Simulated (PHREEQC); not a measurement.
Dissolve 1.5 mol/kgw CaCl2, 0.27 mol/kgw KCl and 1.7 mol/kgw NaCl at 20 °C. Closed to the air; pH follows from the charge balance.

All values are PHREEQC results (Pitzer model, pitzer.dat), not measurements.

Precipitation was switched off in this run.

Task: What activity of water, density, osmotic coefficient does the model give?

Result: activity of water 0.813; density 1.185 g/cm³; osmotic coefficient 1.362.
